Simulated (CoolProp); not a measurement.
Aqueous potassium formate as a coolant, 48 % by mass, freezing at -50.0 °C, 1 atm.

Computed with CoolProp (Melinder's fits for secondary coolants).

```csv
T (°C),cp (kJ/(kg K)),density (kg/m³),Prandtl number,viscosity (mPa s)
-42.5,2.580,1349,195,32.1
-36.6,2.591,1347,131,21.7
-30.8,2.601,1346,92.1,15.5
-25,2.611,1344,67.2,11.4
-19.1,2.621,1342,50.6,8.69
-13.3,2.632,1340,39.5,6.85
-7.5,2.642,1338,31.7,5.55
-1.6,2.653,1336,25.9,4.60
4.2,2.663,1333,21.7,3.89
10,2.674,1331,18.5,3.35
15.9,2.685,1328,16.0,2.92
21.7,2.696,1325,14.0,2.57
27.5,2.707,1323,12.3,2.28
33.4,2.718,1320,10.8,2.02
```
